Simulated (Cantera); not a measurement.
Mixture: CH₃OH : O₂ : N₂ = 1 : 2.42 : 9.1 (molar parts), equivalence ratio 0.62, at 500000 Pa, adiabatic and at constant volume. Ignition delay is the time to a rise of 400 K.

Model: GRI-Mech 3.0 (53 species, 325 reactions), integrated in Cantera. GRI-Mech 3.0 was tuned for natural gas; its chemistry of methanol as a main component is partial and can be far from experiment.

Question: Predict: delay at 1225 K; delay at 1425 K; delay at 1625 K; delay at 1825 K; delay at 2025 K; apparent activation energy between 1925 and 2125 K.

Answer: 
```json
{
 "delay at 1225 K": "1.79 ms",
 "delay at 1425 K": "0.124 ms",
 "delay at 1625 K": "19.7 µs",
 "delay at 1825 K": "5.12 µs",
 "delay at 2025 K": "1.80 µs",
 "apparent activation energy between 1925 and 2125 K": "160 kJ/mol"
}
```
